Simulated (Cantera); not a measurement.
A closed system holds: 1 mol K2CO3, 1 mol C, 0.059 mol CO2.

Cantera equilibrium calculation (NASA polynomials, part measured and part estimated; ideal gas, pure solids and liquids). Candidate condensed phases: C, K, KO2, K2CO3, K2O, K2O2; 15 gas species. Rates play no part.

Stable condensed phases, one row left out:

```
T in °C \ P in Pa
              10      68     460    3200   22000  150000 1000000
   1677        A       A       A       A       A       A       B
   1577        A       A       A       A       A       B       B
   1477        A       A       A       A       A       B       B
   1377        A       A       A       A       A       B       B
   1277        A       A       A       A       B       B       C
   1177        A       A       A       A       B       B       C
    977        A       A       A       B       B       C       C
    877        A       A       B       B       C       C       C
    777        A       B       B       C       C       C       C
    677        B       B       C       C       C       C       C
    577        C       C       C       C       C       C       C
```

A: gas only; B: K2CO3; C: C + K2CO3.

Task: Give the row for 1077 °C.

Result: 10: gas only; 68: gas only; 460: gas only; 3200: K2CO3; 22000: K2CO3; 150000: C + K2CO3; 1000000: C + K2CO3.
